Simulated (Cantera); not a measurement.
Transport properties of process gases

Gas mixture: C2H2 : CH4 = 0.51 : 0.43 (molar parts), at 0.310 bar, frozen composition.

Cantera's kinetic-theory transport with the Lennard-Jones parameters of GRI-Mech 3.0, ideal gas; thermal conductivity in the multicomponent form. The composition is frozen, though it would react at the higher temperatures.

| T (K) | ρ (kg/m³) | cp (J/kg/K) | μ (µPa s) | λ (mW/m/K) | Pr | D (cm²/s) H2O | D (cm²/s) H2 | D (cm²/s) CH4 |
|---|---|---|---|---|---|---|---|---|
| 400 | 0.200 | 2134 | 14.0 | 41.6 | 0.716 | 1.11 | 3.60 | 0.980 |
| 600 | 0.133 | 2592 | 19.2 | 69.6 | 0.715 | 2.41 | 7.15 | 2.01 |
| 800 | 0.100 | 2967 | 23.7 | 98.6 | 0.712 | 4.09 | 11.6 | 3.31 |
| 1000 | 0.0800 | 3285 | 27.7 | 128 | 0.710 | 6.10 | 16.8 | 4.85 |
| 1200 | 0.0667 | 3546 | 31.3 | 157 | 0.708 | 8.41 | 22.7 | 6.59 |
| 1400 | 0.0572 | 3758 | 34.7 | 185 | 0.706 | 11.0 | 29.3 | 8.54 |
| 1600 | 0.0500 | 3931 | 37.9 | 211 | 0.705 | 13.8 | 36.6 | 10.7 |
| 1800 | 0.0445 | 4071 | 40.9 | 237 | 0.704 | 16.9 | 44.5 | 13.0 |
D: mixture-averaged diffusion coefficient of that species in the mixture.
